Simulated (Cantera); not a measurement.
Input: 1 mol SiO₂, 26 mol HCl, held at 0.00590 bar.

Equilibrium computed with Cantera from the NASA thermochemical tables; the gas is ideal and each condensed phase is pure. Candidate condensed phases: H₂O, Si, SiO₂; 30 gas species. The tables' values for SiCl₃, SiO₂ are old estimates; treat these amounts as uncertain. The tables hold silica as quartz up to 1696 K and as liquid above; real silica turns to tridymite and cristobalite and melts near 1996 K. Equilibrium is a limit: real reactors are often held back by kinetics, nucleation or transport.

x: gas mole fraction; n: condensed amount in mol.

```
T (°C)  x HCl      x Cl      x H₂     x SiO  n SiO₂(β-quartz)  n SiO₂(condensed)
------  -----  --------  --------  --------  ----------------  -----------------
975     0.999  0.000369  0.000198  8.39e-11             0.999                  0
1050    0.999  0.000831  0.000433   2.88e-9             0.998                  0
1125    0.997   0.00171  0.000875   6.73e-8             0.998                  0
1200    0.995   0.00327   0.00165   1.13e-6             0.997                  0
1275    0.991       ___       ___       ___             0.997                  0
1350    0.984    0.0100   0.00487  0.000111             0.994                  0
1425    0.975    0.0164   0.00760  0.000515                 0              0.985
1500    0.959    0.0258    0.0112   0.00153                 0              0.959
1575    0.937       ___       ___       ___                 0              0.899
1650    0.903    0.0587    0.0202   0.00840                 0              0.772
```

Problem. What belongs in the gaps?

Solution. 
- 1575, x Cl: 0.0394
- 1575, x H₂: 0.0155
- 1575, x SiO: 0.00378
- 1275, x Cl: 0.00586
- 1275, x H₂: 0.00293
- 1275, x SiO: 1.37e-5
